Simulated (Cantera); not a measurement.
An adiabatic, constant-volume homogeneous reactor starts with CH3OH : O2 : N2 = 1 : 0.96 : 7.94 (molar parts), equivalence ratio 1.6, at 1650 K and 0.336 atm.

Model: GRI-Mech 3.0 (53 species, 325 reactions), integrated in Cantera. GRI-Mech 3.0 was tuned for natural gas; its chemistry of methanol as a main component is partial and can be far from experiment.

One state of this run: T (K) = 1661; P (bar) = 0.345; x CH3OH = 0.0915; x O2 = 0.0925; x NO = 1.80e-10; x CO = 0.000899; x C2H6 = 3.51e-7; x H2O = 0.00457; x NO2 = 2.93e-11. x: mole fraction; the columns are a selection and need not sum to one.

Which value of t (s) does it belong to?
(A) 8.74e-5
(B) 1.62e-5
(C) 0.172
(D) 0.000472

A, 8.74e-5
